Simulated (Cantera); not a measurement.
Gas mixture: N₂O = 0.72 (molar parts), at 10.5 Torr, frozen composition.

Cantera's kinetic-theory transport with the Lennard-Jones parameters of GRI-Mech 3.0, ideal gas; thermal conductivity in the multicomponent form. The composition is frozen, though it would react at the higher temperatures.

One state of this run: ρ (kg/m³) = 0.00529; cp (J/kg/K) = 1327; μ (µPa s) = 50.5; λ (mW/m/K) = 91.0; Pr = 0.736; D (cm²/s) C₂H₂ = 138; D (cm²/s) H₂ = 641; D (cm²/s) H₂O = 213. D: mixture-averaged diffusion coefficient of that species in the mixture.

Q: Which value of T (K) does it belong to?
A) 600
B) 800
C) 1400
D) 400

A: C, 1400
